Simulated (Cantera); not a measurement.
K₂SO₄ + H₂O + H₂ (calcination and drying)

A closed system holds: 1 mol K₂SO₄, 0.31 mol H₂O, 9.2 mol H₂, at 1.00 bar.

Equilibrium computed with Cantera from the NASA thermochemical tables; the gas is ideal and each condensed phase is pure. Candidate condensed phases: H₂O, H₂SO₄, K, KOH, KO₂, K₂O, K₂O₂, K₂S, K₂SO₄, S; 26 gas species. Gases not in the tables: S₃ to S₇. Equilibrium is a limit: real reactors are often held back by kinetics, nucleation or transport.

From 775 °C to 925 °C the condensed part is K₂S(s). From 1000 °C to 1375 °C the condensed part is K₂S(l). The main K-bearing gas is KOH throughout. The share of K in condensed phases is highest at 775 °C (99.7 %) and lowest at 1375 °C (60.8 %).

```json
[
 {"T (°C)": "775", "x H₂": "0.547", "x H₂O": "0.452", "x KOH": "0.000587", "x H₂S": "0.000315", "x K": "1.59e-5", "n K₂S(s)": "0.997", "n K₂S(l)": "0"},
 {"T (°C)": "850", "x H₂": "0.546", "x H₂O": "0.451", "x KOH": "0.00144", "x H₂S": "0.000775", "x K": "6.85e-5", "n K₂S(s)": "0.993", "n K₂S(l)": "0"},
 {"T (°C)": "925", "x H₂": "0.546", "x H₂O": "0.449", "x KOH": "0.00311", "x H₂S": "0.00170", "x K": "0.000240", "n K₂S(s)": "0.984", "n K₂S(l)": "0"},
 {"T (°C)": "1000", "x H₂": "0.544", "x H₂O": "0.446", "x KOH": "0.00590", "x H₂S": "0.00332", "x K": "0.000700", "n K₂S(s)": "0", "n K₂S(l)": "0.968"},
 {"T (°C)": "1075", "x H₂": "0.542", "x H₂O": "0.440", "x KOH": "0.0102", "x H₂S": "0.00599", "x K": "0.00177", "n K₂S(s)": "0", "n K₂S(l)": "0.943"},
 {"T (°C)": "1150", "x H₂": "0.538", "x H₂O": "0.431", "x KOH": "0.0163", "x H₂S": "0.0102", "x K": "0.00403", "n K₂S(s)": "0", "n K₂S(l)": "0.902"},
 {"T (°C)": "1225", "x H₂": "0.531", "x H₂O": "0.419", "x KOH": "0.0247", "x H₂S": "0.0163", "x K": "0.00838", "n K₂S(s)": "0", "n K₂S(l)": "0.839"},
 {"T (°C)": "1300", "x H₂": "0.521", "x H₂O": "0.402", "x KOH": "0.0353", "x H₂S": "0.0248", "x K": "0.0162", "n K₂S(s)": "0", "n K₂S(l)": "0.746"},
 {"T (°C)": "1375", "x H₂": "0.505", "x H₂O": "0.379", "x KOH": "0.0483", "x H₂S": "0.0353", "x K": "0.0294", "n K₂S(s)": "0", "n K₂S(l)": "0.608"}
]
```
x: gas mole fraction; n: condensed amount in mol.
